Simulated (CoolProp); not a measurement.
Cyclopentane along the isotherm 550 K: density (kg/m³) from the reference equation and from simpler models built on Tc = 511.7 K, pc = 4.583 MPa, ω = 0.202; each cubic takes its own stable root.

Values from CoolProp's reference Helmholtz-energy equation of state, Gedanitz 2015.

| p (MPa) | phase | reference |
|---|---|---|
| 0.0217 | gas | 0.3332 |
| 0.0387 | gas | 0.5949 |
| 0.0687 | gas | 1.058 |
| 0.122 | gas | 1.885 |
| 0.217 | gas | 3.373 |
| 0.387 | gas | 6.080 |
| 0.687 | gas | 11.01 |
| 1.22 | gas | 20.28 |
| 2.17 | gas | 38.80 |
| 3.87 | gas | 81.95 |
| 6.87 | supercritical | 255.7 |

How far does each simpler model (van der Waals, Redlich-Kwong, Peng-Robinson) lie from the reference over these 11 states: mean and median of the absolute difference, and the worst?


- van der Waals: mean 0.6 %, median 0.2 %, worst +2.0 % at 550 K and 6.87 MPa
- Redlich-Kwong: mean 0.1 %, median 0.0 %, worst +0.5 % at 550 K and 6.87 MPa
- Peng-Robinson: mean 0.7 %, median 0.2 %, worst -2.7 % at 550 K and 6.87 MPa
